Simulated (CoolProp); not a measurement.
A simple Rankine cycle with cyclopentane: condensing at 301.15 K, boiler at 0.924 MPa, turbine inlet 425.5 K, turbine efficiency 0.7, pump efficiency 0.7, no recuperator. Each further row changes one setting.

Computed with CoolProp (reference Helmholtz-energy equation of state, Gedanitz 2015).

| case | thermal efficiency (%) | net work (kJ/kg) | heat in (kJ/kg) | turbine exit temperature (K) | volume ratio over the turbine |
|---|---|---|---|---|---|
| as stated | 15.1 | 85.9 | 569 | 359.1 | 19.0 |
| turbine inlet 445.5 K | 15.1 | 91.8 | 609 | 381.1 | 18.8 |
| condensing temperature 293.15 K | 16.2 | 94.4 | 584 | 353.1 | 25.7 |
| boiler pressure 0.647 MPa | 13.6 | 78.7 | 578 | 369.4 | 12.9 |
| turbine efficiency 0.6 | 12.9 | 73.4 | 569 | 367.3 | 19.4 |
